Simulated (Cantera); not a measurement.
Input: 1 mol SiCl4, 3.4 mol HCl, 1.8 mol H2, 0.00069 mol HF, at 18.0 bar.

Equilibrium computed with Cantera from the NASA thermochemical tables; the gas is ideal and each condensed phase is pure. Candidate condensed phases: Si; 37 gas species. The tables' values for SiCl3 are old estimates; treat these amounts as uncertain. The numbers say what is thermodynamically allowed, not how fast it happens.

**Question.** At 1125 K, list the 5 most abundant gas species with their mole fractions, and the condensed phases.

**Answer.** HCl 0.550, H2 0.289, SiCl4 0.160, SiHCl3 0.00146, HF 9.01e-5. Condensed: gas only.
